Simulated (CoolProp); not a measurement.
Vapour-liquid equilibrium of propylene (1) + cyclohexane (2) at 32.75 °C; x and y are mole fractions of (1).

Model: multi-fluid Helmholtz-energy mixture model, Lemmon 2013 and Zhou 2014; pair parameters Bell 2016, in CoolProp.

### Question
Give the bubble pressure and the first vapour's composition at x = 0.05, 0.35, 0.725. Is there an azeotrope?

### Answer
x = 0.05: 98.39 kPa, y = 0.817; x = 0.35: 524.1 kPa, y = 0.970; x = 0.725: 993.3 kPa, y = 0.990. No azeotrope shows between x = 0.05 and 0.95.

The pair parameters rest on a limited set of measurements; away from them the model extrapolates. The gap from Raoult's law changes sign with composition, which may be real or a fault of the pair parameters; it wasn't checked against measurements.
